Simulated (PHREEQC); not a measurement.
**Acid mine or pickling water: an equilibrium model**

Model water analysis in mg/L, 50 °C, pH 3.74, pe 10.6: Na 248; K 65.5; Ca 233; Mg 30.3; Cl 301; S(6) as SO4 900; Cd 9.2.

Cl is adjusted to close the charge balance.
Valence states are taken as typed.

Computed with PHREEQC (ion-association model, wateq4f.dat).

Precipitation was switched off in this run.

Problem. Predict the ionic strength.

Solution. ionic strength 0.0338 mol/kgw.

Problem. In which forms is Cd present?

Solution. Cd+2 50 %, CdSO4 27 %, CdCl+ 21 %, Cd(SO4)2-2 1.8 %, CdCl2 0.5 % of the Cd.

Species that the database lacks are ignored. Away from 25 °C the constants follow the database's enthalpies or fits; those with neither stay at their 25 °C values.
